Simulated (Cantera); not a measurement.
Input: 1 mol Si, 1.6 mol HBr, a varied amount of N2, at 1723 K and 1.10 Pa.

Cantera equilibrium calculation (NASA polynomials, part measured and part estimated; ideal gas, pure solids and liquids). Candidate condensed phases: Br2, Si, Si3N4; 28 gas species. The tables' values for SiBr, SiN are old estimates; treat these amounts as uncertain. Rates play no part.

Problem. At 8 mol N2, list the 5 most abundant gas species with their mole fractions, and the condensed phases.

Solution. N2 0.712, Br 0.117, Si 0.0775, H2 0.0591, H 0.0134. Condensed: gas only.
